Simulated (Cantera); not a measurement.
Cantera run:

```python
import numpy as np
import cantera as ct

gas_names = """
    CL CLO CL2 H HCL HNO HNO2 HNO3 HOCL HO2 H2 H2O H2O2 Mg MgCL MgCL2 MgH MgN MgO MgOH MgO2H2 Mg2 N NH
    NH2 NH3 NH2OH NO NO2 NO3 N2 N2H2 N2H4 N2O O OH O2 O3
""".split()
cond_names = """
    H2O(s) H2O(L) Mg(cr) Mg(L) MgCL2(s) MgCL2(L) MgO(s) MgO(L) MgO2H2(s) NH4CL(a) NH4CL(b)
""".split()


# ... load() reads the species with a 1 bar reference pressure and builds the phases ...
atoms = {
    'MgCl2': {'Mg': 1, 'CL': 2},
    'H2O': {'H': 2, 'O': 1},
    'N2': {'N': 2},
}
top_T = {}  # K; cautious upper limits of use, not melting points


# ... equilibrate(T, P, feed) seeds the gas with the atoms and calls Mixture.equilibrate('TP', solver="vcs", rtol=1e-11, max_steps=5000) ...
results = []
feed = {'MgCl2': 1, 'H2O': 0.53, 'N2': 4.8}  # mol
T = 1275  # K
for P in [0.1, 1, 10, 100, 1000, 10000, 100000]:
    mix = equilibrate(T, P, feed)
    results.append((T, P, feed, dict(zip(mix.species_names, mix.species_moles))))

top = {s: max(r[3][s] / sum(r[3][g] for g in gas_names) for r in results) for s in gas_names}
cols = sorted((s for s in top if top[s] > 0.001), key=lambda s: -top[s])[:9]
seen = [c for c in cond_names if any(r[3].get(c, 0) > 1e-12 for r in results)]
print("log10 of partial pressures in bar; condensed amounts in mol")
print(f"{'P/Pa':>10s}" + "".join(f"{s[:9]:>10s}" for s in cols + seen))
for T, P, feed, n in results:
    ng = sum(n[g] for g in gas_names)
    print(f"{P:10.4g}" + "".join(f"{np.log10(max(n[s] / ng * P / 1e5, 1e-99)):10.3f}" for s in cols)
          + "".join(f"{n.get(c, 0):10.4g}" for c in seen))
```

Result:

```
log10 of partial pressures in bar; condensed amounts in mol
      P/Pa        N2       HCL     MgCL2        CL        H2  MgCL2(L)    MgO(s)
       0.1    -6.121    -6.785    -7.128    -8.557    -8.864         0    0.5282
         1    -5.120    -5.781    -6.128    -7.889    -8.192         0    0.5282
        10    -4.120    -4.779    -5.128    -7.221    -7.523         0    0.5282
       100    -3.120    -3.778    -4.128    -6.555    -6.854         0    0.5282
      1000    -2.120    -2.778    -3.128    -5.891    -6.181         0    0.5282
     1e+04    -1.120    -1.778    -2.128    -5.237    -5.489         0    0.5282
     1e+05    -0.097    -0.758    -1.597    -4.601    -4.722    0.3237    0.5244
```

Method: chemical equilibrium by Gibbs-energy minimisation in Cantera with the NASA 1993 tables (ideal gas, pure condensed phases). Mutual solubility and eutectic melting of coexisting phases are not modelled.
